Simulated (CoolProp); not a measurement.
Vapour pressure (kPa) of C2F6 (R116): the reference equation beside estimates from Tc = 293.0 K, pc = 3048 kPa, ω = 0.257. Clausius-Clapeyron is anchored at 234.3 K with a constant enthalpy of vaporisation of 13.37 kJ/mol.

Model: reference Helmholtz-energy equation of state, Lemmon 2006, in CoolProp. It is a short technical equation, of lower accuracy than the large ones.

| T (K) | reference | Lee-Kesler | Clausius-Clapeyron | van der Waals |
|---|---|---|---|---|
| 219.8 | 323.5 | 324.9 | 358.1 | 861.4 |
| 223.5 | 375.4 | 377.2 | 404.2 | 933.4 |
| 227.1 | 431.7 | 434.0 | 453.0 | 1007 |
| 230.7 | 494.1 | 496.8 | 505.9 | 1085 |
| 234.3 | 563.1 | 566.1 | 563.1 | 1166 |
| 237.9 | 638.9 | 642.3 | 624.7 | 1250 |
| 241.5 | 722.1 | 725.7 | 690.9 | 1339 |
| 245.1 | 813.1 | 816.9 | 761.8 | 1431 |
| 248.7 | 912.3 | 916.2 | 837.7 | 1527 |
| 252.3 | 1020 | 1024 | 918.7 | 1627 |
| 255.9 | 1137 | 1141 | 1005 | 1732 |
| 259.6 | 1268 | 1272 | 1099 | 1843 |

Absolute difference from the reference over all 12 rows, mean and median: Lee-Kesler 0.5 and 0.5 %, Clausius-Clapeyron 6.8 and 7.0 %, van der Waals 96.4 and 90.5 %.
